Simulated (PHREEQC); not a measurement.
A solution holds 9.5 mmol/kgw K2CO3, at 75 °C. Closed to the air; pH follows from the charge balance.

The numbers come from PHREEQC with the ion-association model, wateq4f.dat.

No solid was allowed to form.

Problem. Estimate the pH, ionic strength.

Solution. pH 10.17; ionic strength 0.0251 mol/kgw.

Problem. In which forms is C present?

Solution. CO3-2 64 %, HCO3- 36 % of the C.

Constants without temperature data keep their 25 °C values here.
